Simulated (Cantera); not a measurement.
**Equilibrium for silicon carbide growth: SiH₂Cl₂ + C₂H₄ + H₂ + HCl**

Input: 1 mol SiH₂Cl₂, 1.1 mol C₂H₄, 14 mol H₂, 0.45 mol HCl, held at 0.00360 bar.

These are equilibrium values from Cantera (NASA tables, ideal gas, pure condensed phases), not measurements of a reactor. Candidate condensed phases: C, C₆H₆, C₇H₈, C₈H₁₈, Si, SiC; 109 gas species. The tables' values for SiCl are old estimates; treat these amounts as uncertain. Gases not in the tables: Si₂H₆ and higher silanes. The numbers say what is thermodynamically allowed, not how fast it happens.

From 1900 K to 2225 K the condensed part is C(graphite) + SiC(s). The main Si-bearing gas is SiCl₂ at 1900 K and Si at 2225 K. The share of Si in condensed phases is highest at 1900 K (96.2 %) and lowest at 2225 K (53.1 %).

```json
[
 {"T (K)": "1900", "x H₂": "0.859", "x HCl": "0.125", "x H": "0.0123", "x Si": "0.000130", "x Cl": "0.00135", "x SiCl₂": "0.00184", "n C(graphite)": "1.23", "n SiC(s)": "0.962"},
 {"T (K)": "1925", "x H₂": "0.856", "x HCl": "0.125", "x H": "0.0147", "x Si": "0.000199", "x Cl": "0.00161", "x SiCl₂": "0.00196", "n C(graphite)": "1.23", "n SiC(s)": "0.958"},
 {"T (K)": "1950", "x H₂": "0.854", "x HCl": "0.124", "x H": "0.0177", "x Si": "0.000300", "x Cl": "0.00192", "x SiCl₂": "0.00207", "n C(graphite)": "1.23", "n SiC(s)": "0.953"},
 {"T (K)": "1975", "x H₂": "0.850", "x HCl": "0.123", "x H": "0.0210", "x Si": "0.000448", "x Cl": "0.00227", "x SiCl₂": "0.00219", "n C(graphite)": "1.23", "n SiC(s)": "0.947"},
 {"T (K)": "2000", "x H₂": "0.847", "x HCl": "0.122", "x H": "0.0249", "x Si": "0.000663", "x Cl": "0.00268", "x SiCl₂": "0.00231", "n C(graphite)": "1.23", "n SiC(s)": "0.939"},
 {"T (K)": "2025", "x H₂": "0.842", "x HCl": "0.121", "x H": "0.0294", "x Si": "0.000971", "x Cl": "0.00314", "x SiCl₂": "0.00242", "n C(graphite)": "1.24", "n SiC(s)": "0.929"},
 {"T (K)": "2050", "x H₂": "0.837", "x HCl": "0.120", "x H": "0.0346", "x Si": "0.00141", "x Cl": "0.00366", "x SiCl₂": "0.00254", "n C(graphite)": "1.25", "n SiC(s)": "0.915"},
 {"T (K)": "2075", "x H₂": "0.831", "x HCl": "0.118", "x H": "0.0405", "x Si": "0.00203", "x Cl": "0.00425", "x SiCl₂": "0.00265", "n C(graphite)": "1.26", "n SiC(s)": "0.898"},
 {"T (K)": "2100", "x H₂": "0.824", "x HCl": "0.117", "x H": "0.0471", "x Si": "0.00289", "x Cl": "0.00491", "x SiCl₂": "0.00276", "n C(graphite)": "1.27", "n SiC(s)": "0.873"},
 {"T (K)": "2125", "x H₂": "0.815", "x HCl": "0.115", "x H": "0.0547", "x Si": "0.00408", "x Cl": "0.00565", "x SiCl₂": "0.00286", "n C(graphite)": "1.29", "n SiC(s)": "0.840"},
 {"T (K)": "2150", "x H₂": "0.806", "x HCl": "0.113", "x H": "0.0631", "x Si": "0.00572", "x Cl": "0.00647", "x SiCl₂": "0.00295", "n C(graphite)": "1.32", "n SiC(s)": "0.795"},
 {"T (K)": "2175", "x H₂": "0.795", "x HCl": "0.111", "x H": "0.0725", "x Si": "0.00796", "x Cl": "0.00737", "x SiCl₂": "0.00303", "n C(graphite)": "1.36", "n SiC(s)": "0.733"},
 {"T (K)": "2200", "x H₂": "0.781", "x HCl": "0.108", "x H": "0.0830", "x Si": "0.0110", "x Cl": "0.00835", "x SiCl₂": "0.00309", "n C(graphite)": "1.42", "n SiC(s)": "0.648"},
 {"T (K)": "2225", "x H₂": "0.766", "x HCl": "0.105", "x H": "0.0945", "x Si": "0.0151", "x Cl": "0.00941", "x SiCl₂": "0.00315", "n C(graphite)": "1.49", "n SiC(s)": "0.531"}
]
```
x: gas mole fraction; n: condensed amount in mol.
